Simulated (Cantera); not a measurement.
A closed system holds: 1 mol Si2Cl6, 1.4 mol HCl, 330 mol H2, 0.0055 mol HF, held at 1.33 mbar.

These are equilibrium values from Cantera (NASA tables, ideal gas, pure condensed phases), not measurements of a reactor. Candidate condensed phases: Si; 37 gas species. The feed counts by its element totals alone. Kinetics and transport are ignored.

**Question.** At 1548 K, list the 4 most abundant gas species with their mole fractions, and the condensed phases.

**Answer.** H2 0.978, HCl 0.0195, SiCl2 0.00129, H 0.000834. Condensed: Si(s).
